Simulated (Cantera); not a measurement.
What does this Cantera script print?

```python
import numpy as np
import cantera as ct

gas = ct.Solution("h2o2.yaml")
gas.TPX = 700, 140000, {'H2': 1, 'O2': 0.208, 'N2': 0.729}
flame = ct.FreeFlame(gas, width=0.032)
flame.set_refine_criteria(ratio=3, slope=0.08, curve=0.16)
flame.transport_model = "unity-Lewis-number"
flame.solve(loglevel=0, auto=True)
z, T = flame.grid, flame.T
thick = (T[-1] - T[0]) / np.gradient(T, z).max()
show = ['H2', 'O2', 'H2O', 'O', 'H', 'H2O2']
print(f"laminar burning velocity  {flame.velocity[0] * 100:.3f} cm/s")
print(f"burnt temperature         {T[-1]:.1f} K")
print(f"thermal thickness         {thick * 1e3:.4f} mm")
print(f"grid points               {len(z)}")
z0 = z[flame.heat_release_rate.argmax()]
print(f"{'z/mm':>9s}{'T/K':>9s}{'u/(m/s)':>9s}" + "".join(f"{s:>11s}" for s in show))
rows = []
for k in (-3, -2, -1.5, -1, -0.5, -0.25, 0, 0.25, 0.5, 1, 2, 4, 8):
    zz = z0 + k * thick
    rows.append([k * thick, np.interp(zz, z, T), np.interp(zz, z, flame.velocity),
                 *(np.interp(zz, z, flame.X[gas.species_index(s)]) for s in show)])
    print(f"{rows[-1][0] * 1e3:9.3f}{rows[-1][1]:9.1f}{rows[-1][2]:9.3f}" + "".join(f"{x:11.3e}" for x in rows[-1][3:]))
```

Output:

```
laminar burning velocity  762.782 cm/s
burnt temperature         2282.0 K
thermal thickness         0.2860 mm
grid points               118
     z/mm      T/K  u/(m/s)         H2         O2        H2O          O          H       H2O2
   -0.858    700.0    7.628  5.163e-01  1.074e-01  1.638e-08  7.290e-16  9.383e-15  1.606e-11
   -0.572    700.0    7.628  5.163e-01  1.074e-01  4.912e-07  6.851e-13  1.620e-12  4.692e-10
   -0.429    700.0    7.628  5.163e-01  1.074e-01  4.472e-06  5.862e-11  1.517e-10  4.237e-09
   -0.286    700.6    7.634  5.162e-01  1.073e-01  7.893e-05  1.144e-08  5.251e-08  7.302e-08
   -0.143    737.3    8.015  5.125e-01  1.050e-01  4.823e-03  1.207e-05  1.963e-04  2.378e-06
   -0.072    937.8   10.070  4.837e-01  9.022e-02  3.659e-02  2.973e-04  6.774e-03  3.163e-06
    0.000   1314.5   13.797  3.809e-01  4.512e-02  1.289e-01  2.011e-03  5.063e-02  1.208e-06
    0.072   1564.8   16.171  2.970e-01  1.031e-02  2.008e-01  1.866e-03  9.006e-02  6.487e-07
    0.143   1685.6   17.269  2.820e-01  1.949e-03  2.196e-01  1.160e-03  9.125e-02  4.329e-07
    0.286   1808.0   18.342  2.892e-01  3.479e-04  2.252e-01  8.185e-04  7.623e-02  2.676e-07
    0.572   1929.4   19.380  3.009e-01  1.835e-04  2.282e-01  5.498e-04  5.798e-02  1.470e-07
    1.144   2041.7   20.317  3.118e-01  1.005e-04  2.314e-01  3.108e-04  4.098e-02  7.392e-08
    2.288   2130.7   21.044  3.204e-01  4.826e-05  2.342e-01  1.523e-04  2.746e-02  3.633e-08
```

Computed with Cantera and the H2/O2 subset of GRI-Mech 3.0, which has no nitrogen chemistry. Unity Lewis numbers drop preferential diffusion, which matters most where H2 and H carry the flame. Burning velocities carry a grid error of a few per cent, more on coarse grids.
